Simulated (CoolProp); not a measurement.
Values from CoolProp's reference Helmholtz-energy equation of state, Thol 2019.

Question: For n-hexane, give the phase and the cv (kJ/(kg K)), Joule-Thomson coefficient (K/MPa), viscosity (µPa s) at 131.35 °C and 0.179 bar; 62.75 °C and 112 bar.

Answer: 
- 131.35 °C and 0.179 bar: gas; cv 2.05, Joule-Thomson coefficient 16.2, viscosity 8.50
- 62.75 °C and 112 bar: liquid; cv 1.90, Joule-Thomson coefficient -0.359, viscosity 240

Viscosity comes from a separate model (Michailidou 2013).
